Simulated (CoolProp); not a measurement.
Vapour-liquid equilibrium of R143a (1) + R152A (2) at -39.15 °C; x and y are mole fractions of (1).

Values from CoolProp's multi-fluid Helmholtz-energy mixture model, Lemmon and Jacobsen 2000 and Outcalt 1996; pair parameters Bell 2016.

```csv
x,"bubble pressure, mixture model (kPa)","bubble pressure, Raoult's law (kPa)","y, mixture model","y, Raoult's law"
0.05,56.15,54.18,0.162,0.135
0.15,68.57,63.89,0.378,0.344
0.25,79.68,73.61,0.519,0.497
0.35,89.82,83.32,(withheld),0.615
0.45,99.26,93.03,0.702,0.708
0.55,108.2,102.7,0.769,0.784
0.65,116.9,112.5,0.828,0.847
0.75,(withheld),122.2,0.881,0.899
0.85,133.8,131.9,0.930,0.944
0.95,142.2,141.6,(withheld),0.983
```

Question: Some entries are withheld; supply them.

Answer: 
- 0.35, y, mixture model: 0.621
- 0.75, bubble pressure, mixture model (kPa): 125.4
- 0.95, y, mixture model: 0.977

The largest gap from Raoult's law is +8.2 % in bubble pressure, at x = 0.25. No azeotrope shows between x = 0.05 and 0.95.

Pair parameters are fitted to limited data, so mixtures are less certain than the pure fluids.
